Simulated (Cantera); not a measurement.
Input (Python, Cantera) and output of one run.

```python
import numpy as np
import cantera as ct

gas_names = [...]  # 109 gases of nasa_gas.yaml made of C, Cl, H, Si
cond_names = """
    C(gr) C6H6(L) C7H8(L) C8H18(L),n-octa Si(cr) Si(L) SiC(b)
""".split()


# ... load() reads the species with a 1 bar reference pressure and builds the phases ...
atoms = {
    'SiCl4': {'Si': 1, 'CL': 4},
    'C3H8': {'C': 3, 'H': 8},
    'H2': {'H': 2},
}
top_T = {'C(gr)': 4500, 'SiC(b)': 3050}  # K; cautious upper limits of use, not melting points


# ... equilibrate(T, P, feed) seeds the gas with the atoms and calls Mixture.equilibrate('TP', solver="gibbs", rtol=1e-10, max_steps=50000) ...
results = []
feed = {'SiCl4': 1, 'C3H8': 0.49, 'H2': 27}  # mol
P = 20000  # Pa
for T in [1798, 1873, 1948, 2023, 2098, 2173, 2248, 2323, 2398, 2473, 2548]:
    mix = equilibrate(T, P, feed)
    results.append((T, P, feed, dict(zip(mix.species_names, mix.species_moles))))

top = {s: max(r[3][s] / sum(r[3][g] for g in gas_names) for r in results) for s in gas_names}
cols = sorted((s for s in top if top[s] > 1e-06), key=lambda s: -top[s])[:7]
seen = [c for c in cond_names if any(r[3].get(c, 0) > 1e-12 for r in results)]
print("log10 of partial pressures in bar; condensed amounts in mol")
print(f"{'T/K':>10s}" + "".join(f"{s[:9]:>10s}" for s in cols + seen))
for T, P, feed, n in results:
    ng = sum(n[g] for g in gas_names)
    print(f"{T:10.4g}" + "".join(f"{np.log10(max(n[s] / ng * P / 1e5, 1e-99)):10.3f}" for s in cols)
          + "".join(f"{n.get(c, 0):10.4g}" for c in seen))
```

Result:

```
log10 of partial pressures in bar; condensed amounts in mol
       T/K        H2       HCL         H C2H2,acet        Si        CL     SiCL2     C(gr)    SiC(b)
      1798    -0.759    -1.598    -3.833    -4.522    -7.133    -4.788    -3.568    0.5005    0.9565
      1873    -0.759    -1.600    -3.570    -4.265    -6.534    -4.532    -3.473    0.5038    0.9463
      1948    -0.759    -1.604    -3.327    -4.028    -5.981    -4.296    -3.388    0.5037    0.9347
      2023    -0.760    -1.607    -3.101    -3.809    -5.469    -4.078    -3.311    0.4981    0.9215
      2098    -0.761    -1.612    -2.892    -3.607    -4.995    -3.876    -3.242     0.485    0.9058
      2173    -0.763    -1.617    -2.698    -3.419    -4.554    -3.689    -3.180    0.4623    0.8861
      2248    -0.766    -1.624    -2.517    -3.246    -4.143    -3.516    -3.125    0.4286    0.8583
      2323    -0.770    -1.633    -2.348    -3.085    -3.758    -3.355    -3.077    0.3848    0.8133
      2398    -0.776    -1.644    -2.191    -2.937    -3.398    -3.205    -3.036    0.3364    0.7319
      2473    -0.785    -1.659    -2.044    -2.801    -3.061    -3.067    -3.003    0.2972    0.5732
      2548    -0.798    -1.678    -1.909    -2.678    -2.743    -2.941    -2.979    0.2962     0.253
```

These are equilibrium values from Cantera (NASA tables, ideal gas, pure condensed phases), not measurements of a reactor. The tables' values for SiCl, SiCl3 are old estimates; treat these amounts as uncertain. Gases not in the tables: Si2H6 and higher silanes.
